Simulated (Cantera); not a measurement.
Input (Python, Cantera) and output of one run.

```python
import numpy as np
import cantera as ct

gas_names = """
    H HO2 H2 H2O H2O2 O OH O2 O3 Si SiH SiH2 SiH3 SiH4 SiO SiO2 Si2 Si3
""".split()
cond_names = """
    H2O(s) H2O(L) Si(cr) Si(L) SiO2(Lqz) SiO2(hqz) SiO2(L)
""".split()


# ... load() reads the species with a 1 bar reference pressure and builds the phases ...
atoms = {
    'SiO2': {'Si': 1, 'O': 2},
    'H2': {'H': 2},
    'H2O': {'H': 2, 'O': 1},
}
top_T = {}  # K; cautious upper limits of use, not melting points


# ... equilibrate(T, P, feed) seeds the gas with the atoms and calls Mixture.equilibrate('TP', solver="vcs", rtol=1e-11, max_steps=5000) ...
results = []
feed = {'SiO2': 1, 'H2': 81, 'H2O': 0.071}  # mol
P = 200000  # Pa
for T in [1248, 1323, 1398, 1473, 1548, 1623, 1698, 1773, 1848, 1923, 1998, 2073, 2148]:
    mix = equilibrate(T, P, feed)
    results.append((T, P, feed, dict(zip(mix.species_names, mix.species_moles))))
    x = sorted(zip(gas.X, gas.species_names), reverse=True)
    print(f"T = {T:g} K  P = {P:g} Pa  gas = {mix.phase_moles(0):.4g} mol")
    print("   x: " + "  ".join(f"{s} {v:.3e}" for v, s in x if v > 1e-06))
    print("   condensed (mol): " + ("  ".join(f"{mix.phase(i).name} {mix.phase_moles(i):.4g}"
          for i in range(1, mix.n_phases) if mix.phase_moles(i) > 1e-12) or "none"))
```

Result:

```
T = 1248 K  P = 200000 Pa  gas = 81.07 mol
   x: H2 9.991e-01  H2O 8.758e-04
   condensed (mol): SiO2(hqz) 1
T = 1323 K  P = 200000 Pa  gas = 81.07 mol
   x: H2 9.991e-01  H2O 8.758e-04  H 1.121e-06
   condensed (mol): SiO2(hqz) 1
T = 1398 K  P = 200000 Pa  gas = 81.07 mol
   x: H2 9.991e-01  H2O 8.758e-04  H 3.344e-06
   condensed (mol): SiO2(hqz) 1
T = 1473 K  P = 200000 Pa  gas = 81.07 mol
   x: H2 9.991e-01  H2O 8.762e-04  H 8.942e-06
   condensed (mol): SiO2(hqz) 1
T = 1548 K  P = 200000 Pa  gas = 81.07 mol
   x: H2 9.991e-01  H2O 8.795e-04  H 2.176e-05  SiO 3.733e-06
   condensed (mol): SiO2(hqz) 0.9997
T = 1623 K  P = 200000 Pa  gas = 81.08 mol
   x: H2 9.990e-01  H2O 9.010e-04  H 4.885e-05  SiO 2.525e-05
   condensed (mol): SiO2(hqz) 0.998
T = 1698 K  P = 200000 Pa  gas = 81.09 mol
   x: H2 9.988e-01  H2O 1.007e-03  SiO 1.311e-04  H 1.022e-04
   condensed (mol): SiO2(L) 0.9894
T = 1773 K  P = 200000 Pa  gas = 81.12 mol
   x: H2 9.980e-01  H2O 1.350e-03  SiO 4.747e-04  H 2.010e-04
   condensed (mol): SiO2(L) 0.9615
T = 1848 K  P = 200000 Pa  gas = 81.19 mol
   x: H2 9.962e-01  H2O 2.143e-03  SiO 1.268e-03  H 3.742e-04
   condensed (mol): SiO2(L) 0.897
T = 1923 K  P = 200000 Pa  gas = 81.32 mol
   x: H2 9.929e-01  H2O 3.661e-03  SiO 2.788e-03  H 6.637e-04
   condensed (mol): SiO2(L) 0.7732
T = 1998 K  P = 200000 Pa  gas = 81.56 mol
   x: H2 9.871e-01  H2O 6.321e-03  SiO 5.451e-03  H 1.127e-03
   condensed (mol): SiO2(L) 0.5554
T = 2073 K  P = 200000 Pa  gas = 81.95 mol
   x: H2 9.776e-01  H2O 1.071e-02  SiO 9.847e-03  H 1.839e-03  OH 2.291e-06
   condensed (mol): SiO2(L) 0.193
T = 2148 K  P = 200000 Pa  gas = 82.19 mol
   x: H2 9.719e-01  H2O 1.303e-02  SiO 1.217e-02  H 2.905e-03  OH 5.013e-06
   condensed (mol): none
```

Equilibrium computed with Cantera from the NASA thermochemical tables; the gas is ideal and each condensed phase is pure. The tables hold silica as quartz up to 1696 K and as liquid above; real silica turns to tridymite and cristobalite and melts near 1996 K. Gases not in the tables: Si(OH)4.
